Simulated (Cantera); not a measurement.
Input (Python, Cantera) and output of one run.

```python
import numpy as np
import cantera as ct

gas_names = [...]  # 139 gases of nasa_gas.yaml made of C, Cu, H, N, O
cond_names = """
    C(gr) C6H6(L) C7H8(L) C8H18(L),n-octa Cu(cr) Cu(L) CuO(s) CuO2H2(s) Cu2O(s) Cu2O(L) H2O(s) H2O(L)
""".split()


# ... load() reads the species with a 1 bar reference pressure and builds the phases ...
atoms = {
    'CuO': {'Cu': 1, 'O': 1},
    'CH4': {'C': 1, 'H': 4},
    'N2': {'N': 2},
}
top_T = {'C(gr)': 4500, 'CuO(s)': 1390}  # K; cautious upper limits of use, not melting points


# ... equilibrate(T, P, feed) seeds the gas with the atoms and calls Mixture.equilibrate('TP', solver="vcs", rtol=1e-11, max_steps=5000) ...
results = []
feed = {'CuO': 1, 'CH4': 4.8, 'N2': 1.8}  # mol
T = 1950  # K
P = 133.322  # Pa
mix = equilibrate(T, P, feed)
results.append((T, P, feed, dict(zip(mix.species_names, mix.species_moles))))
x = sorted(zip(gas.X, gas.species_names), reverse=True)
print(f"T = {T:g} K  P = {P:g} Pa  gas = {mix.phase_moles(0):.4g} mol")
print("   x: " + "  ".join(f"{s} {v:.3e}" for v, s in x if v > 0.0001))
print("   condensed (mol): " + ("  ".join(f"{mix.phase(i).name} {mix.phase_moles(i):.4g}"
      for i in range(1, mix.n_phases) if mix.phase_moles(i) > 1e-12) or "none"))
```

Result:

```
T = 1950 K  P = 133.322 Pa  gas = 13.58 mol
   x: H2 6.917e-01  N2 1.307e-01  CO 7.365e-02  Cu 7.363e-02  H 2.611e-02  HCN 3.622e-03  C2H2,acetylene 3.781e-04  HNC 1.876e-04
   condensed (mol): C(gr) 3.738
```

Method: chemical equilibrium by Gibbs-energy minimisation in Cantera with the NASA 1993 tables (ideal gas, pure condensed phases).
